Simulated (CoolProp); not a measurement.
Vapour-liquid equilibrium of benzene (1) + octamethylcyclotetrasiloxane (D4) (2) at 448.6 K; x and y are mole fractions of (1).

Values from CoolProp's multi-fluid Helmholtz-energy mixture model, Thol 2012 and Thol 2015; pair parameters Bell 2016.

### Question
Give the bubble pressure and the first vapour's composition at x = 0.05, 0.35, 0.8. Is there an azeotrope?

### Answer
x = 0.05: 128.2 kPa, y = 0.239; x = 0.35: 339.8 kPa, y = 0.784; x = 0.8: 734.5 kPa, y = 0.965. No azeotrope shows between x = 0.05 and 0.95.

The pair parameters rest on a limited set of measurements; away from them the model extrapolates.
